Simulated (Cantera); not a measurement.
Input: 1 mol NF₃, 0.18 mol H₂O, 5.4 mol N₂, held at 2273.15 K and 9900 Pa.

Cantera equilibrium calculation (NASA polynomials, part measured and part estimated; ideal gas, pure solids and liquids). Candidate condensed phases: H₂O; 40 gas species. Kinetics and transport are ignored.

Base state: N₂ 0.655, F 0.293, HF 0.0400, O₂ 0.00807, NO 0.00265, O 0.00121, F₂ 1.17e-5 (mole fractions); condensed: gas only.

Problem. What changes in the equilibrium state with this change: pressure from 9900 Pa to 1330 Pa?

Solution. 
| species | before | after |
|---|---|---|
| N₂ | 0.655 | 0.654 |
| F | 0.293 | 0.293 |
| HF | 0.0400 | 0.0400 |
| O | 0.00121 | 0.00311 |
| O₂ | 0.00807 | 0.00719 |
| F₂ | 1.17e-5 | 1.57e-6 |
| NO | 0.00265 | 0.00250 |

Problem. What changes in the equilibrium state with this change: pressure from 9900 Pa to 31000 Pa?

Solution. 
```
species   before     after
-------  -------  --------
N₂         0.655     0.655
F          0.293     0.293
HF        0.0400    0.0400
O        0.00121  0.000694
O₂       0.00807   0.00831
F₂       1.17e-5   3.67e-5
NO       0.00265   0.00269
```
